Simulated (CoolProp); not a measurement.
Computed with CoolProp (reference Helmholtz-energy equation of state, Schroeder 2014).

Give the vapour pressure (MPa), vapour density (kg/m³), liquid cp (kJ/(kg K)) of saturated ethanol at 10.95, 25.45 °C.


```json
[
 {"T (°C)": "10.95", "p (MPa)": "0.00335", "vapour density (kg/m³)": "0.0655", "liquid cp (kJ/(kg K))": "2.33"},
 {"T (°C)": "25.45", "p (MPa)": "0.00809", "vapour density (kg/m³)": "0.151", "liquid cp (kJ/(kg K))": "2.44"}
]
```
